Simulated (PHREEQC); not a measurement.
# Leach liquor (model solution)

A solution holds 32 mmol/kgw H2SO4, 140 mmol/kgw Al2(SO4)3 and 0.16 mmol/kgw NiSO4, at 25 °C. Closed to the air; pH follows from the charge balance.

Model: ion-association model, wateq4f.dat, run in PHREEQC.

Each row changes one thing in this solution. Precipitation was switched off in this run.

```json
[
 {"case": "as made", "pH": "1.75", "ionic strength (mol/kgw)": "0.411", "AlSO4+ (mol/kgw)": "0.170", "Al(SO4)2- (mol/kgw)": "0.0849", "SO4-2 (mol/kgw)": "0.0710", "HSO4- (mol/kgw)": "0.0402", "SI of Gibbsite (Al(OH)3)": "-5.51", "SI of Boehmite (AlOOH)": "-5.98"},
 {"case": "NiSO4 replaced by Li2SO4 at the same molality", "pH": "1.75", "ionic strength (mol/kgw)": "0.411", "AlSO4+ (mol/kgw)": "0.170", "Al(SO4)2- (mol/kgw)": "0.0849", "SO4-2 (mol/kgw)": "0.0711", "HSO4- (mol/kgw)": "0.0402", "SI of Gibbsite (Al(OH)3)": "-5.51", "SI of Boehmite (AlOOH)": "-5.98"},
 {"case": "H2SO4 replaced by MnSO4 at the same molality", "pH": "3.84", "ionic strength (mol/kgw)": "0.425", "AlSO4+ (mol/kgw)": "0.164", "Al(SO4)2- (mol/kgw)": "0.0950", "SO4-2 (mol/kgw)": "0.0835", "HSO4- (mol/kgw)": "0.000377", "SI of Gibbsite (Al(OH)3)": "+0.70", "SI of Boehmite (AlOOH)": "+0.22"},
 {"case": "NiSO4 replaced by Ag2SO4 at the same molality", "pH": "1.75", "ionic strength (mol/kgw)": "0.411", "AlSO4+ (mol/kgw)": "0.170", "Al(SO4)2- (mol/kgw)": "0.0849", "SO4-2 (mol/kgw)": "0.0710", "HSO4- (mol/kgw)": "0.0402", "SI of Gibbsite (Al(OH)3)": "-5.51", "SI of Boehmite (AlOOH)": "-5.98"},
 {"case": "Al2(SO4)3 from 0.14 to 0.014 mol/kgw", "pH": "1.51", "ionic strength (mol/kgw)": "0.0993", "AlSO4+ (mol/kgw)": "0.0197", "Al(SO4)2- (mol/kgw)": "0.00436", "SO4-2 (mol/kgw)": "0.0188", "HSO4- (mol/kgw)": "0.0268", "SI of Gibbsite (Al(OH)3)": "-6.73", "SI of Boehmite (AlOOH)": "-7.20"},
 {"case": "Al2(SO4)3 from 0.14 to 0.126 mol/kgw", "pH": "1.74", "ionic strength (mol/kgw)": "0.380", "AlSO4+ (mol/kgw)": "0.155", "Al(SO4)2- (mol/kgw)": "0.0743", "SO4-2 (mol/kgw)": "0.0663", "HSO4- (mol/kgw)": "0.0396", "SI of Gibbsite (Al(OH)3)": "-5.57", "SI of Boehmite (AlOOH)": "-6.04"},
 {"case": "0.0014 mol/kgw HF added", "pH": "1.74", "ionic strength (mol/kgw)": "0.414", "AlSO4+ (mol/kgw)": "0.169", "Al(SO4)2- (mol/kgw)": "0.0847", "SO4-2 (mol/kgw)": "0.0715", "HSO4- (mol/kgw)": "0.0412", "SI of Gibbsite (Al(OH)3)": "-5.54", "SI of Boehmite (AlOOH)": "-6.01"}
]
```

Some of these states are supersaturated (in Basaluminite, Gibbsite (slow to form), for instance).
